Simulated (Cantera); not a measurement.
An isothermal, constant-pressure homogeneous reactor starts with NH₃ : H₂ = 1 : 16 (molar parts), at 2348 K and 20.0 Torr.

Computed with Cantera and the gas-phase N/H chemistry of the illustrative SiF4/NH3 mechanism in the Surface Chemkin manual (1991). Walls and surfaces, which speed up NH3 decomposition in real reactors, are not modelled.

One state of this run: x NH₃ = 1.29e-6; x H₂ = 0.911; x N₂ = 0.0269; x NH₂ = 2.82e-7; x N₂H₂ = 1.04e-12; x H = 0.0622. x: mole fraction; the columns are a selection and need not sum to one.

Task: Which value of t (s) does it belong to?
A. 0.200
B. 0.632
C. 0.000632
D. 0.0200

Result: B, 0.632
